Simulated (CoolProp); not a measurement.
Computed with CoolProp (reference Helmholtz-energy equation of state, Schmidt 1985).

**Question.** For oxygen, give the phase and the cp (kJ/(kg K)), viscosity (µPa s), conductivity (mW/(m K)) at -106.35 °C and 280 kPa; -106.35 °C and 1120 kPa.

**Answer.** 
- -106.35 °C and 280 kPa: gas; cp 0.931, viscosity 12.6, conductivity 15.5
- -106.35 °C and 1120 kPa: gas; cp 1.00, viscosity 12.8, conductivity 16.2

Viscosity comes from a separate model (Lemmon 2004). Thermal conductivity comes from a separate model (Lemmon 2004).
